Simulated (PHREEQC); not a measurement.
Make-up at 25 °C: 0.01 mol K2CO3 per kg of water. Closed to the air; pH follows from the charge balance.

Model: ion-association model, phreeqc.dat, run in PHREEQC.

This is a speciation only: nothing precipitates in the calculation.

Q: Estimate the pH, ionic strength.

A: pH 11.00; ionic strength 0.0288 mol/kgw.

Q: In which forms is C present?

A: CO3-2 88 %, HCO3- 12 % of the C.
